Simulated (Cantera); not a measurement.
Input (Python, Cantera):

```python
import numpy as np
import cantera as ct

gas = ct.Solution("gri30.yaml")
gas.TPX = 1225, 101325, {'N2O': 1, 'H2': 0.0043, 'N2': 0.62}
reactor = ct.IdealGasConstPressureReactor(gas, energy="off", clone=False)
net = ct.ReactorNet([reactor])
net.rtol, net.atol = 1e-08, 1e-18
show = ['N2O', 'H2', 'HO2', 'NO', 'N2', 'H']
times = np.geomspace(6e-06, 40, 12)

steps = ct.SolutionArray(gas, extra=["t"])
rows = []
print(f"{'t/s':>10s}{'T/K':>9s}{'P/Pa':>11s}" + "".join(f"{s:>11s}" for s in show))
for t in times:
    while net.time < t:
        t_next = net.step()
        steps.append(gas.state, t=t_next)
    rows.append([np.interp(t, steps.t, y) for y in (steps.T, steps.P, *steps(*show).X.T)])
    print(f"{t:10.3e}{rows[-1][0]:9.1f}{rows[-1][1]:11.4g}" + "".join(f"{x:11.3e}" for x in rows[-1][2:]))
rate = np.gradient(steps.T, steps.t)
print("integrator steps:", len(steps.t))
if steps.T.max() > steps.T[0] + 200:
    print(f"time of steepest temperature rise: {steps.t[rate.argmax()]:.4e} s")
gas.TPX = 1225, 101325, {'N2O': 1, 'H2': 0.0043, 'N2': 0.62}
gas.equilibrate("TP")
print(f"equilibrium (TP): T = {gas.T:.1f} K  " + "  ".join(f"{s} {gas[s].X[0]:.3e}" for s in show))
```

It prints:

```
       t/s      T/K       P/Pa        N2O         H2        HO2         NO         N2          H
 6.000e-06   1225.0  1.013e+05  6.156e-01  2.647e-03  4.946e-10  1.087e-07  3.817e-01  2.241e-08
 2.503e-05   1225.0  1.013e+05  6.156e-01  2.646e-03  2.483e-08  1.059e-06  3.817e-01  1.025e-07
 1.044e-04   1225.0  1.013e+05  6.156e-01  2.625e-03  5.837e-07  6.138e-06  3.818e-01  3.807e-07
 4.357e-04   1225.0  1.013e+05  6.151e-01  2.391e-03  4.353e-06  2.950e-05  3.821e-01  8.519e-07
 1.818e-03   1225.0  1.013e+05  6.130e-01  1.373e-03  4.545e-06  1.150e-04  3.838e-01  5.210e-07
 7.585e-03   1225.0  1.013e+05  6.075e-01  2.413e-04  1.670e-06  4.399e-04  3.875e-01  5.675e-08
 3.164e-02   1225.0  1.013e+05  5.895e-01  3.310e-06  3.583e-07  1.859e-03  3.979e-01  1.976e-09
 1.320e-01   1225.0  1.013e+05  5.231e-01  5.656e-09  1.144e-07  7.226e-03  4.363e-01  1.478e-09
 5.508e-01   1225.0  1.013e+05  3.352e-01  4.017e-09  3.807e-08  2.144e-02  5.454e-01  1.102e-09
 2.298e+00   1225.0  1.013e+05  8.464e-02  1.687e-09  1.403e-08  3.572e-02  6.931e-01  3.329e-10
 9.587e+00   1225.0  1.013e+05  1.793e-03  1.411e-10  3.268e-09  3.686e-02  7.438e-01  6.573e-12
 4.000e+01   1225.0  1.013e+05  3.575e-07  9.229e-11  2.567e-09  3.676e-02  7.449e-01  2.995e-12
integrator steps: 2364
equilibrium (TP): T = 1225.0 K  N2O 1.686e-08  H2 8.848e-11  HO2 2.731e-09  NO 2.465e-04  N2 7.633e-01  H 2.932e-12
```

Detailed kinetics in Cantera: GRI-Mech 3.0 (53 species, 325 reactions). GRI-Mech 3.0 was tuned for natural gas; its chemistry of N2O as a main component is partial and can be far from experiment. The mechanism lacks the step 2 NO + O2 → 2 NO2, which can matter for NO2 below about 1400 K. The temperature is held fixed by assumption; the heat of reaction is taken as removed at once.
